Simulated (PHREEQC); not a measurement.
# Brine (model solution)

Dissolve 0.37 mol/kgw MgSO4 at 74 °C. Closed to the air; pH follows from the charge balance.

Equilibrium calculation in PHREEQC: Pitzer model, pitzer.dat.

No solid was allowed to form.

What activity of water, osmotic coefficient does the model give?

activity of water 0.993; osmotic coefficient 0.493.

Away from 25 °C the constants follow the database's enthalpies or fits; those with neither stay at their 25 °C values.
